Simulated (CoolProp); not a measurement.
A simple Rankine cycle with tetrahydrofuran: condensing at 329.15 K, boiler at 0.574 MPa, turbine inlet 406.6 K, turbine efficiency 0.65, pump efficiency 0.6, no recuperator. Each further row changes one setting.

The numbers come from the reference Helmholtz-energy equation of state, Fiedler 2023 in CoolProp.

```csv
case,thermal efficiency (%),net work (kJ/kg),heat in (kJ/kg),turbine exit temperature (K),volume ratio over the turbine
as stated,10.4,(withheld),516,359.4,7.62
turbine inlet 426.6 K,10.4,57.1,548,(withheld),(withheld)
condensing temperature 321.15 K,11.4,60.6,(withheld),353.7,10.0
boiler pressure 0.402 MPa,8.8,46.0,(withheld),368.7,5.30
turbine efficiency 0.55,8.8,45.2,516,(withheld),7.76
```

Problem. Complete the blanks.

Solution. 
- as stated, net work (kJ/kg): 53.6
- turbine inlet 426.6 K, turbine exit temperature (K): 380.5
- turbine inlet 426.6 K, volume ratio over the turbine: 7.59
- condensing temperature 321.15 K, heat in (kJ/kg): 530
- boiler pressure 0.402 MPa, heat in (kJ/kg): 520
- turbine efficiency 0.55, turbine exit temperature (K): 365.7
